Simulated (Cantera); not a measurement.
Input: 1 mol Al, 3.7 mol N2O, 3.4 mol N2, 41 mol H2O, at 1225 °C and 1.33 mbar.

Method: chemical equilibrium by Gibbs-energy minimisation in Cantera with the NASA 1993 tables (ideal gas, pure condensed phases). Candidate condensed phases: Al, AlN, Al2O3, H2O; 35 gas species. Equilibrium is a limit: real reactors are often held back by kinetics, nucleation or transport.

Base state: H2O 0.832, N2 0.144, O2 0.0222, OH 0.000663, H2 0.000282, NO 0.000169, O 1.61e-5 (mole fractions); condensed: Al2O3(s).

Question: What changes in the equilibrium state with this change: temperature from 1225 °C to 1950 °C?

Answer: 
```tsv
species	before	after
H2O	0.832	0.599
N2	0.144	0.127
H2	0.000282	0.0919
H	7.92e-6	0.0532
O	1.61e-5	0.0201
OH	0.000663	0.0501
O2	0.0222	0.0552
AlO2H	<1e-9	0.000108
NO	0.000169	0.00274
Al2O3(s), mol	0.500	0.497
```
